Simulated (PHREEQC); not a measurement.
Hard or scaling water: an equilibrium model

Make-up at 20 °C: 9.5e-05 mol/kgw Ca(HCO3)2 and 0.065 mol/kgw Na2SO4. Closed to the air; pH follows from the charge balance.

All values are PHREEQC results (ion-association model, phreeqc.dat), not measurements.

The pH is 7.97, the ionic strength is 0.175 mol/kgw and the specific conductance is 9450 µS/cm. The density comes out as 1.007 g/cm³ and the total alkalinity comes out as 0.190 meq/kg.

```tsv
species	molality	activity	log γ
Na+	0.120	0.0908	-0.121
SO4-2	0.0550	0.0170	-0.509
NaSO4-	0.00993	0.00750	-0.122
HCO3-	0.000177	0.000134	-0.122
Ca+2	4.89e-5	1.64e-5	-0.473
CaSO4	4.60e-5	4.79e-5	0.018
NaHCO3	6.76e-6	7.04e-6	0.018
CO2	3.36e-6	3.50e-6	0.018
CO3-2	1.60e-6	5.22e-7	-0.486
NaCO3-	9.06e-7	6.83e-7	-0.123
OH-	8.78e-7	6.31e-7	-0.143
CaHCO3+	3.37e-8	2.58e-8	-0.116
HSO4-	2.13e-8	1.61e-8	-0.123
H+	1.34e-8	1.08e-8	-0.095
CaCO3	1.27e-8	1.32e-8	0.018
```

No solid was allowed to form. Complexes and solids missing from the database can't appear.
